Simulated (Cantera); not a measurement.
A freely propagating, adiabatic, planar premixed flame of 17.8 % H2, 15.9 % O2, 60.0 % N2, 6.25 % H2O, unburnt at 400 K and 0.110 bar; mixture-averaged transport, grid criteria slope 0.08 and curve 0.16, no radiation.

Model: the H2/O2 subset of GRI-Mech 3.0, which has no nitrogen chemistry, integrated in Cantera. Burning velocities carry a grid error of a few per cent, more on coarse grids. Lean hydrogen flames are cellular in practice and burn faster than this planar one.

### Question
Predict: laminar burning velocity; thermal thickness; peak x(H2O2); peak x(O); peak x(OH).

### Answer
| Property | Value |
|---|---|
| laminar burning velocity | 142 cm/s |
| thermal thickness | 5.91 mm |
| peak x(H2O2) | 1.86e-5 |
| peak x(O) | 0.00827 |
| peak x(OH) | 0.00703 |
